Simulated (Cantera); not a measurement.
Feed: 1 mol Si, 5.1 mol HCl, 0.74 mol H₂, 1.1 mol Cl₂, at 1.10 bar.

Equilibrium computed with Cantera from the NASA thermochemical tables; the gas is ideal and each condensed phase is pure. Candidate condensed phases: Si; 19 gas species. The tables' values for SiCl₃ are old estimates; treat these amounts as uncertain. The numbers say what is thermodynamically allowed, not how fast it happens. All values below are at 1125 K.

Base state: HCl 0.557, H₂ 0.275, SiCl₄ 0.167, SiHCl₃ 0.00143, SiCl₃ 0.000188 (mole fractions); condensed: gas only.

Q: What changes in the equilibrium state with this change: Cl₂ from 1.1 to 2.6 mol?

A: 
| species | before | after |
|---|---|---|
| HCl | 0.557 | 0.847 |
| SiCl₄ | 0.167 | 0.134 |
| H₂ | 0.275 | 0.0188 |
| SiHCl₃ | 0.00143 | 5.17e-5 |
| SiCl₃ | 0.000188 | 2.60e-5 |

Q: What changes in the equilibrium state with this change: Cl₂ from 1.1 to 0.89 mol?

A: 
```
species    before     after
-------  --------  --------
HCl         0.557     0.505
H₂          0.275     0.321
SiCl₄       0.167     0.172
SiHCl₃    0.00143   0.00190
SiCl₃    0.000188  0.000232
```
